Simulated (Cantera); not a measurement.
# Adiabatic ignition

An adiabatic, constant-pressure homogeneous reactor starts with 23.5 % CO, 6.10 % H2, 14.8 % O2, 55.6 % N2, equivalence ratio 1.0, at 975 K and 3.20 bar.

Computed with Cantera and GRI-Mech 3.0 (53 species, 325 reactions). The hydrogen kinetics of GRI-Mech 3.0 are dated; newer H2 mechanisms differ, most at raised pressure.

```json
[
 {"t (s)": "1.00e-6", "T (K)": "975", "x CO": "0.235", "x H2": "0.0610", "x O2": "0.148", "x H2O2": "<1e-12", "x OH": "4.71e-12", "x HO2": "2.11e-11"},
 {"t (s)": "2.82e-6", "T (K)": "975", "x CO": "0.235", "x H2": "0.0610", "x O2": "0.148", "x H2O2": "<1e-12", "x OH": "1.32e-11", "x HO2": "1.42e-10"},
 {"t (s)": "7.95e-6", "T (K)": "975", "x CO": "0.235", "x H2": "0.0610", "x O2": "0.148", "x H2O2": "<1e-12", "x OH": "2.53e-11", "x HO2": "9.00e-10"},
 {"t (s)": "2.24e-5", "T (K)": "975", "x CO": "0.235", "x H2": "0.0610", "x O2": "0.148", "x H2O2": "4.05e-12", "x OH": "3.58e-11", "x HO2": "3.94e-9"},
 {"t (s)": "6.31e-5", "T (K)": "975", "x CO": "0.235", "x H2": "0.0610", "x O2": "0.148", "x H2O2": "4.31e-11", "x OH": "5.82e-11", "x HO2": "1.38e-8"},
 {"t (s)": "0.000178", "T (K)": "975", "x CO": "0.235", "x H2": "0.0610", "x O2": "0.148", "x H2O2": "4.37e-10", "x OH": "1.43e-10", "x HO2": "5.12e-8"},
 {"t (s)": "0.000502", "T (K)": "975", "x CO": "0.235", "x H2": "0.0610", "x O2": "0.148", "x H2O2": "6.11e-9", "x OH": "7.14e-10", "x HO2": "3.03e-7"},
 {"t (s)": "0.00141", "T (K)": "975", "x CO": "0.235", "x H2": "0.0610", "x O2": "0.148", "x H2O2": "7.64e-7", "x OH": "2.02e-8", "x HO2": "8.49e-6"},
 {"t (s)": "0.00399", "T (K)": "998", "x CO": "0.234", "x H2": "0.0598", "x O2": "0.147", "x H2O2": "0.000175", "x OH": "3.47e-7", "x HO2": "6.65e-5"},
 {"t (s)": "0.0112", "T (K)": "2678", "x CO": "0.0634", "x H2": "0.00288", "x O2": "0.0253", "x H2O2": "1.75e-7", "x OH": "0.00838", "x HO2": "4.70e-6"},
 {"t (s)": "0.0317", "T (K)": "2678", "x CO": "0.0634", "x H2": "0.00288", "x O2": "0.0252", "x H2O2": "1.75e-7", "x OH": "0.00837", "x HO2": "4.69e-6"},
 {"t (s)": "0.0893", "T (K)": "2678", "x CO": "0.0634", "x H2": "0.00288", "x O2": "0.0252", "x H2O2": "1.75e-7", "x OH": "0.00837", "x HO2": "4.69e-6"},
 {"t (s)": "0.252", "T (K)": "2678", "x CO": "0.0634", "x H2": "0.00288", "x O2": "0.0252", "x H2O2": "1.75e-7", "x OH": "0.00837", "x HO2": "4.69e-6"},
 {"t (s)": "0.710", "T (K)": "2678", "x CO": "0.0634", "x H2": "0.00288", "x O2": "0.0252", "x H2O2": "1.75e-7", "x OH": "0.00837", "x HO2": "4.69e-6"},
 {"t (s)": "2.00", "T (K)": "2678", "x CO": "0.0634", "x H2": "0.00288", "x O2": "0.0252", "x H2O2": "1.75e-7", "x OH": "0.00837", "x HO2": "4.69e-6"}
]
```
x: mole fraction; the columns are a selection and need not sum to one.

The time of steepest temperature rise is 5.11 ms and the temperature at 2.00 s is 2678 K. The equilibrium temperature is 2678 K and the x(CO) at 2.00 s is 0.0634 (gas-phase equilibrium 0.0634). The x(H2) at 2.00 s is 0.00288 (gas-phase equilibrium 0.00288) and the x(O2) at 2.00 s is 0.0252 (gas-phase equilibrium 0.0252).
